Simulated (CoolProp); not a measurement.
Properties of octamethylcyclotetrasiloxane (D4) along the isotherm 620 K (Tc = 586.5 K, pc = 13.47 bar, ω = 0.598).

Model: reference Helmholtz-energy equation of state, Thol 2015, in CoolProp.

```csv
p (bar),phase,density (kg/m³),cp (kJ/(kg K)),cv (kJ/(kg K)),Joule-Thomson coefficient (K/MPa),isothermal compressibility (1/MPa)
0.213,gas,1.231,2.040,2.011,7.060,47.16
0.313,gas,1.813,2.040,2.011,7.083,32.16
0.459,gas,2.667,2.041,2.012,7.118,22.00
0.674,gas,3.935,2.043,2.012,7.169,15.05
0.989,gas,5.813,2.044,2.013,7.247,10.33
1.45,gas,8.611,2.047,2.014,7.363,7.122
2.13,gas,12.85,2.052,2.015,7.543,4.929
3.13,gas,19.34,2.059,2.018,7.829,3.441
4.59,gas,29.44,2.072,2.022,8.294,2.445
6.74,gas,45.96,2.097,2.028,9.112,1.787
9.89,gas,75.04,2.154,2.039,10.71,1.390
14.5,supercritical,136.6,2.358,2.061,14.51,1.281
21.3,supercritical,330.0,3.028,2.091,12.15,0.9007
31.3,supercritical,469.2,2.498,2.072,2.707,0.1402
45.9,supercritical,530.6,2.360,2.061,1.042,0.05405
67.4,supercritical,576.0,2.300,2.055,0.4252,0.02798
```

The peak of cp marks the crossing from liquid-like to gas-like fluid above the critical point.
